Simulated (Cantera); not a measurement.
**Equilibrium for abatement and gas-phase synthesis: H2O + O2 + H2**

Input: 1 mol H2O, 2.9 mol O2, 0.28 mol H2, equilibrated at 14.0 bar.

Cantera equilibrium calculation (NASA polynomials, part measured and part estimated; ideal gas, pure solids and liquids). Candidate condensed phases: H2O; 9 gas species. The numbers say what is thermodynamically allowed, not how fast it happens.

```
T (K)   x O2  x H2O      x OH       x O       x H      x H2
-----  -----  -----  --------  --------  --------  --------
1698   0.683  0.317  0.000443   9.67e-6   5.49e-8   2.01e-6
1848   0.683  0.316   0.00113   4.18e-5   4.14e-7   8.52e-6
1998   0.682  0.315   0.00250  0.000145   2.31e-6   2.90e-5
2148   0.681  0.314   0.00494  0.000425   1.02e-5   8.31e-5
2298   0.678  0.311   0.00890   0.00108   3.68e-5  0.000207
2448   0.675  0.307    0.0149   0.00245  0.000114  0.000459
2598   0.669  0.301    0.0233   0.00504  0.000309  0.000924
2748   0.661  0.293    0.0345   0.00958  0.000750   0.00171
2898   0.648  0.281    0.0485    0.0170   0.00165   0.00293
3048   0.632  0.266    0.0653    0.0283   0.00335   0.00471
3198   0.609  0.248    0.0841    0.0447   0.00630   0.00711
3348   0.581  0.226     0.104    0.0673    0.0111    0.0101
```
x: gas mole fraction; nothing condenses.

From 1698 K to 3348 K nothing is condensed.
